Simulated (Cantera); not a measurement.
An isothermal, constant-pressure homogeneous reactor starts with N₂O : N₂ = 1 : 1.8 (molar parts), at 1548 K and 740 Pa. Integrator tolerance rtol = 1e-08.

Model: GRI-Mech 3.0 (53 species, 325 reactions), integrated in Cantera. GRI-Mech 3.0 was tuned for natural gas; its chemistry of N2O as a main component is partial and can be far from experiment. Radical loss at walls, strong at low pressure, is not modelled. The temperature is held fixed by assumption; the heat of reaction is taken as removed at once.

Task: What does this change do: 0.069 parts H2O added?

Result: 
| quantity | before | after |
|---|---|---|
| x(N₂O) at 200 s | 1.75e-6 (gas-phase equilibrium 7.32e-9) | 8.11e-7 (gas-phase equilibrium 7.10e-9) |
| x(O₂) at 200 s | 0.111 (gas-phase equilibrium 0.151) | 0.118 (gas-phase equilibrium 0.148) |
| x(O) at 200 s | 3.01e-5 (gas-phase equilibrium 3.47e-5) | 3.09e-5 (gas-phase equilibrium 3.43e-5) |
| x(NO) at 200 s | 0.0813 (gas-phase equilibrium 0.00136) | 0.0600 (gas-phase equilibrium 0.00133) |
| x(N₂) at 200 s | 0.808 (gas-phase equilibrium 0.848) | 0.801 (gas-phase equilibrium 0.830) |
